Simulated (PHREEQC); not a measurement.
0.61 g of hydrous ferric oxide (600 m²/g; 0.2 weak and 0.005 strong sites per Fe, Dzombak-Morel constants, diffuse double layer) in 1 kg of water with 0.05 mol/kgw of an inert sodium salt and 1.6e-06 mol Na2HAsO4 and 0.0004 mol NaH2PO4, at 25 °C; the pH is set by adding NaOH or the inert anion's acid. Oxygen is held at 0.21 atm. CO2 from the air is kept out. No solid was allowed to form.

The numbers come from PHREEQC with the ion-association model, wateq4f.dat.

Problem. Predict As sorbed (%), P sorbed (%) at pH = 3, 8, 11.

Solution. 
| pH | As sorbed (%) | P sorbed (%) |
|---|---|---|
| 3 | 100.0 | 100.0 |
| 8 | 98.6 | 91.4 |
| 11 | 37.5 | 0.4 |

Species that the database lacks are ignored. H3PO4, which wateq4f.dat lacks, is added to it with the constant of phreeqc.dat. The oxide is taken as insoluble; below pH 4 it would dissolve.
